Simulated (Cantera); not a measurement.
**Gas-phase reforming**

An isothermal, constant-pressure homogeneous reactor starts with CH₄ : H₂O = 1 : 0.72 (molar parts), at 2025 K and 90.0 Torr.

Model: GRI-Mech 3.0 (53 species, 325 reactions), integrated in Cantera. GRI-Mech 3.0 stops at C3 and has no aromatics, soot or wall deposition, so with more carbon than oxygen in the feed, carbon stays in small species such as C2H2 where larger ones or solid carbon would form.

| t (s) | x CH₄ | x H₂O | x CH₂O | x CH₃ | x C₂H₆ | x OH |
|---|---|---|---|---|---|---|
| 0.000100 | 0.500 | 0.404 | 0.000144 | 0.0240 | 0.000670 | 0.000118 |
| 0.000226 | 0.314 | 0.358 | 0.000166 | 0.0249 | 0.000750 | 0.000166 |
| 0.000511 | 0.148 | 0.301 | 6.85e-5 | 0.0132 | 0.000208 | 0.000150 |
| 0.00115 | 0.0662 | 0.269 | 3.05e-5 | 0.00655 | 4.87e-5 | 0.000144 |
| 0.00261 | 0.0281 | 0.243 | 1.44e-5 | 0.00318 | 1.07e-5 | 0.000146 |
| 0.00589 | 0.0150 | 0.208 | 7.62e-6 | 0.00186 | 3.46e-6 | 0.000136 |
| 0.0133 | 0.0115 | 0.159 | 4.28e-6 | 0.00142 | 2.00e-6 | 0.000104 |
| 0.0301 | 0.00858 | 0.102 | 1.90e-6 | 0.00104 | 1.08e-6 | 6.51e-5 |
| 0.0679 | 0.00549 | 0.0507 | 5.86e-7 | 0.000665 | 4.38e-7 | 3.25e-5 |
| 0.153 | 0.00291 | 0.0170 | 1.09e-7 | 0.000359 | 1.25e-7 | 1.11e-5 |
| 0.347 | 0.00115 | 0.00251 | 1.36e-8 | 0.000144 | 2.00e-8 | 1.68e-6 |
| 0.784 | 0.000302 | 5.16e-5 | 7.62e-9 | 3.83e-5 | 1.61e-9 | 3.48e-8 |
| 1.77 | 0.000204 | 2.62e-7 | 7.59e-9 | 2.60e-5 | 8.61e-10 | 1.77e-10 |
| 4.00 | 0.000204 | 2.53e-7 | 7.59e-9 | 2.60e-5 | 8.60e-10 | 1.71e-10 |
x: mole fraction; the columns are a selection and need not sum to one.

Equilibrium at this temperature and pressure: CH₄ 0.000204, H₂O 2.53e-7, CH₂O 7.59e-9, CH₃ 2.60e-5, C₂H₆ 8.61e-10, OH 1.71e-10 (gas phase only).
